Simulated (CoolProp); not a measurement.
A single-stage vapour-compression cycle with hydrogen chloride: evaporating at 202.15 K (dew point), condensing at 236.15 K (bubble point), superheat 2 K, subcooling 2 K, compressor efficiency 0.9, no pressure losses. Each further row changes one setting.

The numbers come from the reference Helmholtz-energy equation of state, Thol 2018 in CoolProp.

```csv
case,cooling COP,pressure ratio,discharge temperature (K),refrigerating effect (kJ/kg),volumetric capacity (kJ/m³)
as stated,4.45,4.04,312.4,375,1780
evaporating temperature 207.15 K,[?],3.19,[?],378,2240
condensing temperature 231.15 K,5.36,3.38,[?],384,1820
subcooling 7 K,[?],4.04,312.4,384,1820
superheat 12 K,[?],4.04,[?],384,[?]
compressor efficiency 0.8,3.96,4.04,[?],375,1780
```

Task: What belongs in the gaps?

Result: 
- evaporating temperature 207.15 K, cooling COP: 5.50
- evaporating temperature 207.15 K, discharge temperature (K): 297.6
- condensing temperature 231.15 K, discharge temperature (K): 296.0
- subcooling 7 K, cooling COP: 4.56
- superheat 12 K, cooling COP: 4.31
- superheat 12 K, discharge temperature (K): 328.3
- superheat 12 K, volumetric capacity (kJ/m³): 1730
- compressor efficiency 0.8, discharge temperature (K): 324.4
